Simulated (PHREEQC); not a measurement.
A solution holds 0.27 mol/kgw NaHS and 3.2e-05 mol/kgw NaHCO3, at 20 °C. Closed to the air; pH follows from the charge balance.

Equilibrium calculation in PHREEQC: ion-association model, phreeqc.dat.

```yaml
pH: 9.70
ionic_strength: 0.270 mol/kgw
activity_of_water: 0.991
specific_conductance: 21100 µS/cm
density: 1.008 g/cm³
total_alkalinity: 270 meq/kg
```

| species | molality | activity | log γ |
|---|---|---|---|
| Na+ | 0.270 | 0.199 | -0.133 |
| HS- | 0.269 | 0.184 | -0.165 |
| H2S | 0.000356 | 0.000378 | 0.027 |
| S-2 | 0.000290 | 7.83e-5 | -0.568 |
| OH- | 4.94e-5 | 3.38e-5 | -0.165 |
| HCO3- | 1.45e-5 | 1.05e-5 | -0.137 |
| NaCO3- | 8.59e-6 | 6.34e-6 | -0.132 |
| CO3-2 | 7.81e-6 | 2.21e-6 | -0.548 |
| NaHCO3 | 1.14e-6 | 1.21e-6 | 0.027 |
| CO2 | 4.83e-9 | 5.14e-9 | 0.027 |

No solid was allowed to form.
